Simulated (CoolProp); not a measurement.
Saturation properties of cis-2-butene (Tc = 435.8 K, pc = 4236 kPa, ω = 0.202).

Values from CoolProp's reference Helmholtz-energy equation of state, Lemmon 2005. It is a short technical equation, of lower accuracy than the large ones.

```csv
T (K),p (kPa),liquid density (kg/m³),vapour density (kg/m³),enthalpy of vaporisation (kJ/kg),surface tension (mN/m)
273.7,89.62,643.6,2.296,417.3,17.2
288.9,156.9,626.3,3.877,402.2,15.2
304.1,257.7,608.3,6.193,386.2,13.3
319.3,401.7,589.4,9.463,368.8,11.4
334.5,599.0,569.3,13.97,349.8,9.58
349.7,860.6,547.7,20.07,328.7,7.82
364.9,1198,524.1,28.30,304.9,6.14
380.1,1625,497.7,39.51,277.3,4.54
```

It boils at 276.9 K under 1 atm.

Surface tension comes from a separate correlation (Mulero 2014).
